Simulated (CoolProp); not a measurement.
R227EA along the isobar 169 bar: fugacity coefficient from the reference equation and from simpler models built on Tc = 374.9 K, pc = 29.25 bar, ω = 0.358; each cubic takes its own stable root.

Model: reference Helmholtz-energy equation of state, Lemmon 2016, in CoolProp.

```json
[
 {"T (K)": "371.9", "phase": "liquid", "reference": "0.2174", "Redlich-Kwong": "0.2410", "Soave-Redlich-Kwong": "0.2386", "Peng-Robinson": "0.2132"},
 {"T (K)": "379.8", "phase": "supercritical", "reference": "0.2415", "Redlich-Kwong": "0.2611", "Soave-Redlich-Kwong": "0.2653", "Peng-Robinson": "0.2372"},
 {"T (K)": "387.8", "phase": "supercritical", "reference": "0.2667", "Redlich-Kwong": "0.2817", "Soave-Redlich-Kwong": "0.2932", "Peng-Robinson": "0.2624"},
 {"T (K)": "395.7", "phase": "supercritical", "reference": "0.2923", "Redlich-Kwong": "0.3022", "Soave-Redlich-Kwong": "0.3216", "Peng-Robinson": "0.2879"},
 {"T (K)": "403.6", "phase": "supercritical", "reference": "0.3184", "Redlich-Kwong": "0.3228", "Soave-Redlich-Kwong": "0.3504", "Peng-Robinson": "0.3140"},
 {"T (K)": "411.6", "phase": "supercritical", "reference": "0.3451", "Redlich-Kwong": "0.3438", "Soave-Redlich-Kwong": "0.3800", "Peng-Robinson": "0.3409"},
 {"T (K)": "419.5", "phase": "supercritical", "reference": "0.3718", "Redlich-Kwong": "0.3645", "Soave-Redlich-Kwong": "0.4095", "Peng-Robinson": "0.3676"},
 {"T (K)": "427.4", "phase": "supercritical", "reference": "0.3985", "Redlich-Kwong": "0.3851", "Soave-Redlich-Kwong": "0.4390", "Peng-Robinson": "0.3945"},
 {"T (K)": "435.3", "phase": "supercritical", "reference": "0.4251", "Redlich-Kwong": "0.4055", "Soave-Redlich-Kwong": "0.4684", "Peng-Robinson": "0.4213"},
 {"T (K)": "443.3", "phase": "supercritical", "reference": "0.4519", "Redlich-Kwong": "0.4260", "Soave-Redlich-Kwong": "0.4979", "Peng-Robinson": "0.4483"},
 {"T (K)": "451.2", "phase": "supercritical", "reference": "0.4780", "Redlich-Kwong": "0.4460", "Soave-Redlich-Kwong": "0.5267", "Peng-Robinson": "0.4747"},
 {"T (K)": "459.1", "phase": "supercritical", "reference": "0.5037", "Redlich-Kwong": "0.4656", "Soave-Redlich-Kwong": "0.5550", "Peng-Robinson": "0.5007"},
 {"T (K)": "467.1", "phase": "supercritical", "reference": "0.5293", "Redlich-Kwong": "0.4852", "Soave-Redlich-Kwong": "0.5831", "Peng-Robinson": "0.5266"},
 {"T (K)": "475", "phase": "supercritical", "reference": "0.5539", "Redlich-Kwong": "0.5042", "Soave-Redlich-Kwong": "0.6102", "Peng-Robinson": "0.5516"}
]
```
